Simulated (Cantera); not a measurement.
Input: 1 mol SiH2Cl2, 0.014 mol Cl2, 64 mol N2, held at 1350 K and 10.0 mbar.

These are equilibrium values from Cantera (NASA tables, ideal gas, pure condensed phases), not measurements of a reactor. Candidate condensed phases: NH4Cl, Si, Si3N4; 28 gas species. N2 is the only nitrogen source here; it is nearly inert below about 1500 K, so the nitride shown seldom forms there in practice. The tables' values for SiCl3 are old estimates; treat these amounts as uncertain. Kinetics and transport are ignored.

Base state: N2 0.970, HCl 0.0238, H2 0.00337, SiCl2 0.00152, SiCl4 0.000684, SiCl3 0.000457 (mole fractions); condensed: Si3N4(s).

Problem. What changes in the equilibrium state with this change: temperature from 1350 K to 1098.15 K?

Solution. 
```
species          before    after
-------------  --------  -------
N2                0.970    0.971
HCl              0.0238   0.0243
H2              0.00337  0.00314
SiCl2           0.00152  7.83e-6
SiCl4          0.000684  0.00165
SiCl3          0.000457  3.03e-5
Si3N4(s), mol     0.275    0.297
```

Problem. What changes in the equilibrium state with this change: temperature from 1350 K to 1198.15 K?

Solution. 
```
species          before     after
-------------  --------  --------
N2                0.970     0.971
HCl              0.0238    0.0247
H2              0.00337   0.00297
SiCl2           0.00152   9.52e-5
SiCl4          0.000684   0.00145
SiCl3          0.000457  0.000125
Si3N4(s), mol     0.275     0.297
```
